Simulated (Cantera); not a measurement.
A closed system holds: 1 mol Si₂H₆, a varied amount of O₃, 20 mol N₂, held at 1352 °C and 750 Torr.

Equilibrium computed with Cantera from the NASA thermochemical tables; the gas is ideal and each condensed phase is pure. Candidate condensed phases: H₂O, Si, SiO₂, Si₂N₂O, Si₃N₄; 35 gas species. The feed counts by its element totals alone. Mutual solubility and eutectic melting of coexisting phases are not modelled. The tables hold silica as quartz up to 1696 K and as liquid above; real silica turns to tridymite and cristobalite and melts near 1996 K. The numbers say what is thermodynamically allowed, not how fast it happens.

Question: At 1.2 mol O₃, list the 4 most abundant gas species with their mole fractions, and the condensed phases.

Answer: N₂ 0.869, H₂ 0.131, H₂O 0.000123, SiO 5.10e-5. Condensed: SiO₂(β-quartz) + Si₂N₂O(s).
